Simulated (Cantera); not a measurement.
Cantera with NASA thermochemical tables; ideal gases at 1 bar, condensed phases pure. Values are per mole of reaction as written; species without (g) are pure solids or liquids, kept so even where they would boil at 1 bar.

CCl4(g) + 2 CH4(g) + 4 TiCl3 = C3H8(g) + 4 TiCl4, with ΔH° = -189.2 kJ and ΔS° = 38.8 J/K at 300 K.

### Question
How far is the shortcut ΔG° ≈ ΔH°(300 K) − T·ΔS°(300 K) from the full temperature-dependent value at 400, 425, 450, 475, 500, 525, 550 K?

### Answer
| T (K) | shortcut (kJ) | full (kJ) | difference (kJ) | difference in log10 K |
|---|---|---|---|---|
| 400 | -204.7 | -206.4 | 1.7 | -0.22 |
| 425 | -205.7 | -208.2 | 2.5 | -0.31 |
| 450 | -206.7 | -210.2 | 3.6 | -0.42 |
| 475 | -207.6 | -212.4 | 4.8 | -0.53 |
| 500 | -208.6 | -214.7 | 6.1 | -0.64 |
| 525 | -209.6 | -217.1 | 7.6 | -0.75 |
| 550 | -210.5 | -219.7 | 9.2 | -0.87 |
The shortcut ignores the heat-capacity change of the reaction.
